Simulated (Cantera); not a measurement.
Cantera run:

```python
import numpy as np
import cantera as ct

gas_names = """
    C CH CH2 CH3 CH2OH CH3O CH4 CH3OH CO CO2 COOH C2 C2H CHCO,ketyl C2H2,acetylene C2H2,vinylidene
    CH2CO,ketene C2H3,vinyl CH3CO,acetyl C2H4 C2H4O,ethylen CH3CHO,ethanal CH3COOH (HCOOH)2 C2H5 C2H6
    CH3OCH3 C2H5OH C2O C3 C3H3,propargyl C3H4,allene C3H4,propyne C3H4,cyclo- C3H5,allyl C3H6,propylene
    C3H6,cyclo- C3H6O C3H7,n-propyl C3H7,i-propyl C3H8 C3H8O,1propanol C3H8O,2propanol C3O2 C4 C4H2
    C4H4,1,3-cyclo- C4H6,butadiene C4H6,2-butyne C4H6,cyclo- C4H8,1-butene C4H8,cis2-buten
    C4H8,tr2-butene C4H8,isobutene C4H8,cyclo- (CH3COOH)2 C4H9,n-butyl C4H9,i-butyl C4H9,s-butyl
    C4H9,t-butyl C4H10,isobutane C4H10,n-butane C5 C5H6,1,3cyclo- C5H8,cyclo- C5H10,1-pentene
    C5H10,cyclo- C5H11,pentyl C5H11,t-pentyl C5H12,n-pentane C5H12,i-pentane CH3C(CH3)2CH3 C6H2
    C6H5,phenyl C6H5O,phenoxy C6H6 C6H5OH,phenol C6H10,cyclo- C6H12,1-hexene C6H12,cyclo- C6H13,n-hexyl
    C7H7,benzyl C7H8 C7H8O,cresol C7H14,1-heptene C7H15,n-heptyl C7H16,n-heptane C8H8,styrene
    C8H10,ethylbenz C8H16,1-octene C8H17,n-octyl C8H18,isooctane C8H18,n-octane C9H19,n-nonyl
    C10H8,naphthale C10H21,n-decyl C12H9,o-bipheny C12H10,bipheny H HCO HO2 H2 HCHO,formaldehy HCOOH H2O
    H2O2 O OH O2 O3 Si SiC SiC2 SiC4H12 SiH SiH2 SiH3 SiH4 SiO SiO2 Si2 Si2C Si3
""".split()
cond_names = """
    C(gr) C6H6(L) C7H8(L) C8H18(L),n-octa H2O(s) H2O(L) Si(cr) Si(L) SiC(b) SiO2(Lqz) SiO2(hqz) SiO2(L)
""".split()


def load(file, names, dense=False):
    # The tables refer to 1 bar. Condensed volumes are neglected.
    table = {s.name: s for s in ct.Species.list_from_file(file)}
    out = []
    for n in names:
        d = dict(table[n].input_data)
        d["thermo"] = dict(d["thermo"], **{"reference-pressure": 1e5})
        if dense:
            d["equation-of-state"] = {"model": "constant-volume", "density": "1e6 g/cm^3"}
        out.append(ct.Species.from_dict(d))
    return out


gas = ct.Solution(thermo="ideal-gas", species=load("nasa_gas.yaml", gas_names))
cond = {s.name: ct.Solution(thermo="fixed-stoichiometry", species=[s], name=s.name)
        for s in load("nasa_condensed.yaml", cond_names, dense=True)}
atoms = {
    'HMDSO': {'Si': 2, 'C': 6, 'H': 18, 'O': 1},
    'CO2': {'C': 1, 'O': 2},
    'H2': {'H': 2},
}
top_T = {'C(gr)': 4500, 'SiC(b)': 3050}  # K; cautious upper limits of use, not melting points


def equilibrate(T, P, feed):
    n = {}
    for name, mol in feed.items():
        for a, k in atoms[name].items():
            n[a] = n.get(a, 0.0) + k * mol
    gas.TPX = T, P, n
    mass = sum(n.values()) * gas.mean_molecular_weight
    gas.equilibrate("TP")
    valid = [c for c in cond.values() if c.min_temp <= T <= top_T.get(c.name, c.max_temp)]
    mix = ct.Mixture([(gas, mass / gas.mean_molecular_weight)] + [(c, 0.0) for c in valid])
    mix.T, mix.P = T, P
    mix.equilibrate("TP", solver="vcs", rtol=1e-11, max_steps=5000)
    return mix


results = []
T = 1875  # K
P = 41000  # Pa
for m in [0.28, 0.6, 1.3, 2.7, 5.7, 12, 25]:
    feed = {'HMDSO': 1, 'CO2': m, 'H2': 0.79}  # mol
    mix = equilibrate(T, P, feed)
    results.append((T, P, feed, dict(zip(mix.species_names, mix.species_moles))))

top = {s: max(r[3][s] / sum(r[3][g] for g in gas_names) for r in results) for s in gas_names}
cols = sorted((s for s in top if top[s] > 0.0001), key=lambda s: -top[s])[:7]
seen = [c for c in cond_names if any(r[3].get(c, 0) > 1e-12 for r in results)]
print("log10 of partial pressures in bar; condensed amounts in mol")
print(f"{'n(CO2)':>10s}" + "".join(f"{s[:9]:>10s}" for s in cols + seen))
for T, P, feed, n in results:
    ng = sum(n[g] for g in gas_names)
    print(f"{feed['CO2']:10.4g}" + "".join(f"{np.log10(max(n[s] / ng * P / 1e5, 1e-99)):10.3f}" for s in cols)
          + "".join(f"{n.get(c, 0):10.4g}" for c in seen))
```

Result:

```
log10 of partial pressures in bar; condensed amounts in mol
    n(CO2)        H2        CO       CO2       H2O       SiO         H C2H2,acet     C(gr)    SiC(b)   SiO2(L)
      0.28    -0.452    -1.252    -6.818    -5.404    -3.418    -3.409    -3.951     2.733     1.989         0
       0.6    -0.476    -1.127    -6.567    -5.303    -3.292    -3.421    -3.975     2.422     1.985         0
       1.3    -0.524    -0.961    -6.236    -5.185    -3.126    -3.445    -4.023     1.741     1.976         0
       2.7    -0.606    -0.793    -5.901    -5.100    -2.959    -3.487    -4.106    0.3795     1.957         0
       5.7    -0.743    -0.690    -5.068    -4.507    -1.603    -3.555    -5.494         0    0.6507         0
        12    -0.938    -0.602    -1.816    -1.538    -4.451    -3.653   -11.841         0         0     1.998
        25    -1.463    -0.668    -1.014    -1.195    -5.319    -3.915   -14.236         0         0         2
```

These are equilibrium values from Cantera (NASA tables, ideal gas, pure condensed phases), not measurements of a reactor. The feed counts by its element totals alone. The tables hold silica as quartz up to 1696 K and as liquid above; real silica turns to tridymite and cristobalite and melts near 1996 K. Gases not in the tables: Si(OH)4.
